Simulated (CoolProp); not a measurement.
Properties of the fluoroketone C6F12O (FK-5-1-12) along the isobar 0.617 MPa (Tc = 168.7 °C, pc = 1.869 MPa, ω = 0.471).

The numbers come from the reference Helmholtz-energy equation of state, McLinden 2015 in CoolProp.

```json
[
 {"T (°C)": "22.05", "phase": "liquid", "expansivity (1/kK)": "?", "fugacity coefficient": "0.05869"},
 {"T (°C)": "27.65", "phase": "liquid", "expansivity (1/kK)": "1.885", "fugacity coefficient": "0.07383"},
 {"T (°C)": "33.35", "phase": "liquid", "expansivity (1/kK)": "1.938", "fugacity coefficient": "0.09217"},
 {"T (°C)": "38.95", "phase": "liquid", "expansivity (1/kK)": "1.996", "fugacity coefficient": "0.1134"},
 {"T (°C)": "44.65", "phase": "liquid", "expansivity (1/kK)": "?", "fugacity coefficient": "0.1385"},
 {"T (°C)": "50.35", "phase": "liquid", "expansivity (1/kK)": "?", "fugacity coefficient": "0.1675"},
 {"T (°C)": "55.95", "phase": "liquid", "expansivity (1/kK)": "2.208", "fugacity coefficient": "0.2001"},
 {"T (°C)": "61.65", "phase": "liquid", "expansivity (1/kK)": "2.295", "fugacity coefficient": "0.2377"},
 {"T (°C)": "67.25", "phase": "liquid", "expansivity (1/kK)": "2.389", "fugacity coefficient": "0.2792"},
 {"T (°C)": "72.95", "phase": "liquid", "expansivity (1/kK)": "?", "fugacity coefficient": "0.3264"},
 {"T (°C)": "78.55", "phase": "liquid", "expansivity (1/kK)": "?", "fugacity coefficient": "0.3776"},
 {"T (°C)": "84.25", "phase": "liquid", "expansivity (1/kK)": "2.759", "fugacity coefficient": "0.4350"},
 {"T (°C)": "89.85", "phase": "liquid", "expansivity (1/kK)": "2.917", "fugacity coefficient": "0.4965"},
 {"T (°C)": "95.55", "phase": "liquid", "expansivity (1/kK)": "3.106", "fugacity coefficient": "?"},
 {"T (°C)": "101.15", "phase": "liquid", "expansivity (1/kK)": "3.327", "fugacity coefficient": "?"},
 {"T (°C)": "106.85", "phase": "liquid", "expansivity (1/kK)": "?", "fugacity coefficient": "0.7145"}
]
```

**Question.** Some entries are withheld; supply them.

**Answer.** 
- 22.05, expansivity (1/kK): 1.836
- 44.65, expansivity (1/kK): 2.060
- 50.35, expansivity (1/kK): 2.131
- 72.95, expansivity (1/kK): 2.498
- 78.55, expansivity (1/kK): 2.619
- 95.55, fugacity coefficient: 0.5644
- 101.15, fugacity coefficient: 0.6362
- 106.85, expansivity (1/kK): 3.600
